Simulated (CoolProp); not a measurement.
Properties of carbonyl sulfide along the isobar 15.4 MPa.

Computed with CoolProp (reference Helmholtz-energy equation of state, Lemmon 2006). It is a short technical equation, of lower accuracy than the large ones.

| T (K) | phase | Z | speed of sound (m/s) | Joule-Thomson coefficient (K/MPa) | fugacity coefficient |
|---|---|---|---|---|---|
| 310 | liquid | … | … | -0.1942 | 0.1275 |
| 348.7 | liquid | 0.3520 | … | 0.1100 | 0.2406 |
| 387.5 | supercritical | 0.3705 | 439.1 | 0.7697 | 0.3794 |
| 426.2 | supercritical | 0.4379 | 308.6 | 2.351 | 0.5198 |
| 465 | supercritical | 0.5761 | 262.5 | 4.083 | … |
| 503.7 | supercritical | 0.6981 | 269.7 | … | 0.7215 |
| 542.5 | supercritical | 0.7819 | 285.2 | 3.916 | 0.7853 |
| 581.2 | supercritical | 0.8403 | 300.8 | 3.468 | 0.8341 |
| 620 | supercritical | 0.8827 | 315.4 | 3.048 | 0.8721 |

Q: What belongs in the gaps?

A: 
- 310, Z: 0.3554
- 310, speed of sound (m/s): 748.4
- 348.7, speed of sound (m/s): 592.1
- 465, fugacity coefficient: 0.6361
- 503.7, Joule-Thomson coefficient (K/MPa): 4.283
